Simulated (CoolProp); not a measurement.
Vapour-liquid equilibrium of n-hexane (1) + o-xylene (2) at 17.6 kPa; x and y are mole fractions of (1).

Values from CoolProp's multi-fluid Helmholtz-energy mixture model, Thol 2019 and Zhou 2012; pair parameters Bell 2016.

Q: Give the bubble temperature and the first vapour's composition at x = 0.25, 0.45, 0.65. Is there an azeotrope?

A: x = 0.25: 49.0 °C, y = 0.857; x = 0.45: 37.4 °C, y = 0.940; x = 0.65: 30.4 °C, y = 0.972. No azeotrope shows between x = 0.05 and 0.95.

The pair parameters rest on a limited set of measurements; away from them the model extrapolates.
